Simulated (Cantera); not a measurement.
A freely propagating, adiabatic, planar premixed flame of H2 : O2 : N2 = 1 : 0.685 : 2.58 (molar parts), equivalence ratio 0.73, unburnt at 500 K and 4.93 atm; unity-Lewis-number transport, grid criteria slope 0.08 and curve 0.16, no radiation.

Computed with Cantera and the H2/O2 subset of GRI-Mech 3.0, which has no nitrogen chemistry. The hydrogen kinetics of GRI-Mech 3.0 are dated; newer H2 mechanisms differ, most at raised pressure. Unity Lewis numbers drop preferential diffusion, which matters most where H2 and H carry the flame. Burning velocities carry a grid error of a few per cent, more on coarse grids.

x: mole fraction of selected species; z is measured from the peak of heat release.

```json
[
 {"z (mm)": "-0.135", "T (K)": "500", "u (m/s)": "2.84", "x H2": "0.234", "x O2": "0.161", "x OH": "<1e-8", "x HO2": "2.01e-7", "x H": "<1e-8", "x H2O2": "2.79e-8"},
 {"z (mm)": "-0.0899", "T (K)": "501", "u (m/s)": "2.84", "x H2": "0.234", "x O2": "0.161", "x OH": "<1e-8", "x HO2": "1.85e-6", "x H": "<1e-8", "x H2O2": "2.56e-7"},
 {"z (mm)": "-0.0674", "T (K)": "503", "u (m/s)": "2.85", "x H2": "0.234", "x O2": "0.160", "x OH": "<1e-8", "x HO2": "___", "x H": "<1e-8", "x H2O2": "___"},
 {"z (mm)": "-0.0449", "T (K)": "517", "u (m/s)": "2.93", "x H2": "0.233", "x O2": "0.160", "x OH": "5.62e-8", "x HO2": "4.57e-5", "x H": "<1e-8", "x H2O2": "5.87e-6"},
 {"z (mm)": "-0.0225", "T (K)": "694", "u (m/s)": "3.89", "x H2": "0.213", "x O2": "0.150", "x OH": "4.52e-5", "x HO2": "0.000510", "x H": "3.59e-5", "x H2O2": "4.17e-5"},
 {"z (mm)": "-0.0112", "T (K)": "1032", "u (m/s)": "5.65", "x H2": "0.169", "x O2": "0.129", "x OH": "0.000856", "x HO2": "0.000634", "x H": "0.00222", "x H2O2": "5.24e-5"},
 {"z (mm)": "0", "T (K)": "1440", "u (m/s)": "7.67", "x H2": "0.0945", "x O2": "0.0936", "x OH": "0.00439", "x HO2": "0.000324", "x H": "0.0137", "x H2O2": "1.66e-5"},
 {"z (mm)": "0.0112", "T (K)": "1708", "u (m/s)": "8.92", "x H2": "0.0414", "x O2": "0.0661", "x OH": "0.0102", "x HO2": "0.000174", "x H": "0.0192", "x H2O2": "5.38e-6"},
 {"z (mm)": "0.0225", "T (K)": "1853", "u (m/s)": "9.57", "x H2": "0.0234", "x O2": "0.0555", "x OH": "0.0133", "x HO2": "0.000113", "x H": "0.0151", "x H2O2": "3.41e-6"},
 {"z (mm)": "0.0449", "T (K)": "1995", "u (m/s)": "10.2", "x H2": "___", "x O2": "0.0505", "x OH": "0.0138", "x HO2": "___", "x H": "___", "x H2O2": "___"},
 {"z (mm)": "0.0899", "T (K)": "2106", "u (m/s)": "10.7", "x H2": "0.00783", "x O2": "0.0487", "x OH": "0.0116", "x HO2": "3.31e-5", "x H": "0.00296", "x H2O2": "1.33e-6"},
 {"z (mm)": "0.180", "T (K)": "2174", "u (m/s)": "10.9", "x H2": "0.00369", "x O2": "0.0480", "x OH": "0.00850", "x HO2": "1.54e-5", "x H": "0.000890", "x H2O2": "8.64e-7"},
 {"z (mm)": "0.360", "T (K)": "2208", "u (m/s)": "11.1", "x H2": "0.00163", "x O2": "0.0481", "x OH": "0.00592", "x HO2": "7.96e-6", "x H": "0.000259", "x H2O2": "5.95e-7"}
]
```

Some entries are withheld; supply them.


- -0.0674, x HO2: 6.89e-6
- -0.0674, x H2O2: 9.44e-7
- 0.0449, x H2: 0.0139
- 0.0449, x HO2: 6.51e-5
- 0.0449, x H: 0.00780
- 0.0449, x H2O2: 2.08e-6
